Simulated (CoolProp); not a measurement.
Computed with CoolProp (reference Helmholtz-energy equation of state, Gedanitz 2015).

Task: For cyclopentane, give the phase and the cp (kJ/(kg K)), Joule-Thomson coefficient (K/MPa) at 41.25 °C and 5.36 MPa.

Result: 
- 41.25 °C and 5.36 MPa: liquid; cp 1.88, Joule-Thomson coefficient -0.423
